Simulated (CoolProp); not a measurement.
Model: reference Helmholtz-energy equation of state, Thol 2018, in CoolProp.

For hydrogen chloride, give the phase and the cv (kJ/(kg K)) at 231.15 °C and 0.697 MPa.


- 231.15 °C and 0.697 MPa: gas; cv 0.577
